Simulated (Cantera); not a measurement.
Charge: 1 mol Cu, 1.9 mol F₂, at 0.000750 bar.

Equilibrium computed with Cantera from the NASA thermochemical tables; the gas is ideal and each condensed phase is pure. Candidate condensed phases: Cu, CuF₂; 6 gas species. The numbers say what is thermodynamically allowed, not how fast it happens. All values below are at 1500 K.

Base state: F 0.644, CuF₂ 0.352, CuF 0.00401, F₂ 4.19e-5 (mole fractions); condensed: gas only.

**Question.** What changes in the equilibrium state with this change: F₂ from 1.9 to 4.7 mol?

**Answer.** 
```
species   before     after
-------  -------  --------
F          0.644     0.881
CuF₂       0.352     0.118
CuF      0.00401  0.000983
F₂       4.19e-5   7.83e-5
```
